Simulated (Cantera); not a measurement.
A perfectly stirred reactor is fed with 22.2 % C₂H₆, 77.8 % N₂, at 101000 Pa; it is held at 1875 K, and followed from long to short residence time.

Computed with Cantera and GRI-Mech 3.0 (53 species, 325 reactions). GRI-Mech 3.0 stops at C3 and has no aromatics, soot or wall deposition, so with more carbon than oxygen in the feed, carbon stays in small species such as C2H2 where larger ones or solid carbon would form.

**Question.** Predict: x(C₂H₆) at τ = 0.530 s; x(CH₃) at τ = 0.530 s; x(HCN) at τ = 0.530 s; x(CH₄) at τ = 0.530 s; x(H) at τ = 0.530 s; x(C₂H₆) at τ = 67.0 ms; x(CH₃) at τ = 67.0 ms; x(HCN) at τ = 67.0 ms; x(CH₄) at τ = 67.0 ms; x(H) at τ = 67.0 ms.

**Answer.** 
```json
{
  "x(C₂H₆) at τ = 0.530 s": "3.62e-6",
  "x(CH₃) at τ = 0.530 s": "0.000178",
  "x(HCN) at τ = 0.530 s": "3.76e-5",
  "x(CH₄) at τ = 0.530 s": "0.00713",
  "x(H) at τ = 0.530 s": "0.000372",
  "x(C₂H₆) at τ = 67.0 ms": "2.60e-5",
  "x(CH₃) at τ = 67.0 ms": "0.000464",
  "x(HCN) at τ = 67.0 ms": "1.39e-5",
  "x(CH₄) at τ = 67.0 ms": "0.0166",
  "x(H) at τ = 67.0 ms": "0.000400"
}
```
